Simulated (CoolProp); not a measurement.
Vapour-liquid equilibrium of carbon dioxide (1) + dimethyl ether (2) at -49.05 °C; x and y are mole fractions of (1).

Computed with CoolProp (multi-fluid Helmholtz-energy mixture model, Span 1996 and Wu 2011; pair parameters Bell 2016).

### Question
Give the bubble pressure and the first vapour's composition at x = 0.05, 0.2, 0.95. Is there an azeotrope?

### Answer
x = 0.05: 51.91 kPa, y = 0.431; x = 0.2: 125.3 kPa, y = 0.799; x = 0.95: 670.3 kPa, y = 0.998. No azeotrope shows between x = 0.05 and 0.95.

The pair parameters rest on a limited set of measurements; away from them the model extrapolates.
